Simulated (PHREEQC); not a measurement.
A solution holds 0.0073 mol KHCO3 and 0.062 mol Na2HPO4 per kg of water, at 25 °C. Closed to the air; pH follows from the charge balance.

The numbers come from PHREEQC with the ion-association model, phreeqc.dat.

```
Quantity                     Result
--------------------  -------------
pH                             8.72
ionic strength        0.184 mol/kgw
specific conductance     9170 µS/cm
density                 1.006 g/cm³
total alkalinity        69.3 meq/kg
```

| species | molality | activity | log γ |
|---|---|---|---|
| Na+ | 0.119 | 0.0898 | -0.124 |
| HPO4-2 | 0.0569 | 0.0175 | -0.513 |
| K+ | 0.00707 | 0.00508 | -0.144 |
| HCO3- | 0.00641 | 0.00481 | -0.124 |
| NaHPO4- | 0.00407 | 0.00306 | -0.124 |
| H2PO4- | 0.000706 | 0.000530 | -0.124 |
| CO3-2 | 0.000376 | 0.000120 | -0.497 |
| NaCO3- | 0.000267 | 0.000200 | -0.125 |
| NaHCO3 | 0.000233 | 0.000243 | 0.018 |

This is a speciation only: nothing precipitates in the calculation. Species that the database lacks are ignored.
